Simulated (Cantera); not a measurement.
A closed system holds: 1 mol CaO, 2.2 mol HF, 36 mol H₂, held at 593 Torr.

Method: chemical equilibrium by Gibbs-energy minimisation in Cantera with the NASA 1993 tables (ideal gas, pure condensed phases). Candidate condensed phases: Ca, CaF₂, CaO, Ca(OH)₂, H₂O; 29 gas species. Equilibrium is a limit: real reactors are often held back by kinetics, nucleation or transport.

Question: At 1300 °C, list the 5 most abundant gas species with their mole fractions, and the condensed phases.

Answer: H₂ 0.968, H₂O 0.0269, HF 0.00538, H 4.50e-5, CaF₂ 1.20e-5. Condensed: CaF₂(s).
